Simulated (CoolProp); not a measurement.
A simple Rankine cycle with ethylbenzene: condensing at 314.15 K, boiler at 2.53 MPa, turbine inlet 619 K, turbine efficiency 0.6, pump efficiency 0.7, no recuperator. Each further row changes one setting.

Model: reference Helmholtz-energy equation of state, Zhou 2012, in CoolProp.

```tsv
case	thermal efficiency (%)	net work (kJ/kg)	heat in (kJ/kg)	turbine exit temperature (K)	volume ratio over the turbine
as stated	17.6	156	884	519.2	1020
condensing temperature 306.15 K	18.3	165	898	514.7	1530
boiler pressure 1.77 MPa	17.0	154	906	531.0	625
turbine efficiency 0.5	14.6	129	884	532.4	1040
```
